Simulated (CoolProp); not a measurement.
Saturation properties of acetone.

Computed with CoolProp (reference Helmholtz-energy equation of state, Lemmon 2006). It is a short technical equation, of lower accuracy than the large ones.

```tsv
T (K)	p (MPa)	liquid density (kg/m³)	enthalpy of vaporisation (kJ/kg)	liquid cp (kJ/(kg K))	vapour Z	surface tension (mN/m)
353.2	0.2158	719.7	473.8	2.310	0.9181	16.0
362.1	0.2775	708.4	462.9	2.344	0.9046	14.9
371.1	0.3531	696.6	451.4	2.381	0.8896	13.8
380.1	0.4435	684.4	439.4	2.420	0.8731	12.8
389	0.5494	672.0	427.0	2.462	0.8552	11.8
398	0.6749	658.9	413.8	2.508	0.8355	10.7
406.9	0.8195	645.4	400.0	2.558	0.8143	9.74
415.9	0.9883	631.2	385.2	2.615	0.7910	8.74
424.9	1.182	616.3	369.4	2.679	0.7656	7.76
433.8	1.401	600.6	352.7	2.751	0.7384	6.81
442.8	1.652	583.8	334.4	2.838	0.7084	5.86
451.7	1.932	565.9	314.7	2.943	0.6760	4.94
460.7	2.251	546.3	292.8	3.079	0.6400	4.04
```

It boils at 329.2 K under 1 atm.

Surface tension comes from a separate correlation (Mulero 2012).
